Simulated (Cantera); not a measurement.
Gas mixture: N₂O = 0.14 (molar parts), at 30.0 Pa, frozen composition.

Cantera's kinetic-theory transport with the Lennard-Jones parameters of GRI-Mech 3.0, ideal gas; thermal conductivity in the multicomponent form. The composition is frozen, though it would react at the higher temperatures.

One state of this run: ρ (kg/m³) = 0.000113; cp (J/kg/K) = 1327; μ (µPa s) = 50.5; λ (mW/m/K) = 91.0; Pr = 0.736; D (cm²/s) H₂O = 9960; D (cm²/s) NO = 7470; D (cm²/s) NH₃ = 9420. D: mixture-averaged diffusion coefficient of that species in the mixture.

Task: Which value of T (K) does it belong to?
A) 1150
B) 1400
C) 650
D) 400

Result: B, 1400
